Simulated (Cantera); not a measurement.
**Thermodynamics of halide evaporation, hydrolysis and transport, feed CuF₂ + H₂O + N₂**

Feed: 1 mol CuF₂, 7 mol H₂O, 2.1 mol N₂, held at 20.0 Pa.

Cantera equilibrium calculation (NASA polynomials, part measured and part estimated; ideal gas, pure solids and liquids). Candidate condensed phases: Cu, CuF₂, CuO, Cu(OH)₂, Cu₂O, H₂O; 45 gas species. Rates play no part.

From 1800 K to 2000 K nothing is condensed. The main Cu-bearing gas is Cu throughout.

| T (K) | log p H₂O | log p N₂ | log p HF | log p Cu | log p O₂ | log p H₂ | log p OH | log p H | log p O |
|---|---|---|---|---|---|---|---|---|---|
| 1800 | -4.00 | -4.45 | -4.47 | -4.77 | -5.06 | -5.74 | -5.76 | -6.32 | -6.44 |
| 1825 | -4.01 | -4.45 | -4.47 | -4.77 | -5.05 | -5.65 | -5.69 | -6.18 | -6.34 |
| 1850 | -4.01 | -4.45 | -4.47 | -4.77 | -5.04 | -5.56 | -5.63 | -6.05 | -6.24 |
| 1875 | -4.02 | -4.45 | -4.47 | -4.77 | -5.03 | -5.48 | -5.57 | -5.92 | -6.14 |
| 1900 | -4.02 | -4.45 | -4.47 | -4.78 | -5.02 | -5.40 | -5.51 | -5.80 | -6.04 |
| 1925 | -4.03 | -4.45 | -4.48 | -4.78 | -5.01 | -5.32 | -5.45 | -5.68 | -5.94 |
| 1950 | -4.04 | -4.46 | -4.48 | -4.78 | -5.00 | -5.25 | -5.40 | -5.56 | -5.85 |
| 1975 | -4.05 | -4.46 | -4.48 | -4.78 | -4.99 | -5.18 | -5.35 | -5.45 | -5.75 |
| 2000 | -4.06 | -4.46 | -4.48 | -4.79 | -4.97 | -5.12 | -5.30 | -5.35 | -5.66 |
log p: log10 of the partial pressure in bar; nothing condenses.
